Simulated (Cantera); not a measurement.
A closed system holds: 1 mol Si, 10 mol H2O, 45 mol CO, at 101000 Pa.

Cantera equilibrium calculation (NASA polynomials, part measured and part estimated; ideal gas, pure solids and liquids). Candidate condensed phases: C, C6H6, C7H8, C8H18, H2O, Si, SiC, SiO2; 123 gas species. The numbers say what is thermodynamically allowed, not how fast it happens. All values below are at 577 °C.

Base state: CO2 0.574, CO 0.162, H2O 0.137, H2 0.118, CH4 0.00882 (mole fractions); condensed: C(graphite) + SiO2(β-quartz).

Task: What changes in the equilibrium state with this change: H2O from 10 to 0.065 mol?

Result: 
```tsv
species	before	after
CO2	0.574	0.805
CO	0.162	0.192
H2O	0.137	0.00157
H2	0.118	0.00115
CH4	0.00882	8.29e-7
C(graphite), mol	17.7	21.2
SiO2(β-quartz), mol	1.00	1.00
```
